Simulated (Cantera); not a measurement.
Feed: 1 mol Cr, 0.35 mol N2O, 120 mol H2, equilibrated at 2198 K and 4.80e-5 bar.

Cantera equilibrium calculation (NASA polynomials, part measured and part estimated; ideal gas, pure solids and liquids). Candidate condensed phases: Cr, CrN, Cr2N, Cr2O3, H2O; 29 gas species. Rates play no part.

Question: What is the equilibrium state?

Answer: 
| Property | Result |
|---|---|
| x(H) | 0.539 |
| x(H2) | 0.450 |
| x(Cr) | 0.00600 |
| x(N2) | 0.00210 |
| x(H2O) | 0.00160 |
| x(OH) | 0.000266 |
| x(O) | 0.000222 |
| x(CrO) | 1.76e-5 |
| gas amount | 166.2 mol |
| log10 activity of Cr(l) (absent) | -4.46 |
